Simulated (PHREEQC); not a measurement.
A column of 1 m (40 cells, dispersivity 0.035 m, 3600 s a shift, diffusion coefficient 3e-10 m²/s) holds 0.0041 eq of the database's cation exchanger X per kg of pore water, first in equilibrium with 0.017 mol KCl and 1e-05 mol HCl per kg of water. It is flushed with 0.4 mmol/kgw KCl, 0.94 mmol/kgw ZnSO4 and 0.01 mmol/kgw HCl, at 40 °C. Values are for the last cell. The system is closed to CO2. Nothing may precipitate in this run.

Model: ion-association model, phreeqc.dat, run in PHREEQC.

```csv
pore volumes,S in solution (mol/kgw),Zn in solution (mol/kgw),K in solution (mol/kgw),Cl in solution (mol/kgw),KX on the exchanger (mol/kgw),ZnX2 on the exchanger (mol/kgw)
0,0,0,0.0170,0.0170,0.00410,0
0.2125,0,0,0.0170,0.0170,0.00410,0
0.6125,3.71e-5,3.64e-14,0.0164,0.0164,0.00410,7.79e-14
0.8125,0.000239,7.33e-13,0.0133,0.0128,0.00410,2.39e-12
1.012,0.000537,9.46e-13,0.00859,0.00753,0.00410,7.21e-12
1.413,0.000871,2.43e-13,0.00336,0.00163,0.00410,1.16e-11
1.613,0.000917,1.62e-13,0.00265,0.000823,0.00410,1.24e-11
2.013,0.000938,1.36e-13,0.00231,0.000448,0.00410,1.36e-11
2.212,0.000939,1.39e-13,0.00229,0.000421,0.00410,1.42e-11
2.413,0.000940,1.44e-13,0.00228,0.000413,0.00410,1.48e-11
2.812,0.000940,2.08e-9,0.00228,0.000410,0.00410,2.14e-7
3.013,0.000940,8.96e-5,0.00210,0.000410,0.00143,0.00133
3.212,0.000940,0.000771,0.000738,0.000410,0.000206,0.00195
3.612,0.000940,0.000927,0.000426,0.000410,0.000110,0.00200
3.812,0.000940,0.000936,0.000408,0.000410,0.000105,0.00200
4.013,0.000940,0.000939,0.000403,0.000410,0.000103,0.00200
4.412,0.000940,0.000940,0.000400,0.000410,0.000103,0.00200
4.612,0.000940,0.000940,0.000400,0.000410,0.000103,0.00200
5.013,0.000940,0.000940,0.000400,0.000410,0.000102,0.00200
5.213,0.000940,0.000940,0.000400,0.000410,0.000102,0.00200
5.412,0.000940,0.000940,0.000400,0.000410,0.000102,0.00200
5.812,0.000940,0.000940,0.000400,0.000410,0.000102,0.00200
6.013,0.000940,0.000940,0.000400,0.000410,0.000102,0.00200
```

At this temperature some constants are extrapolated from 25 °C, and those without enthalpy data are left unchanged.
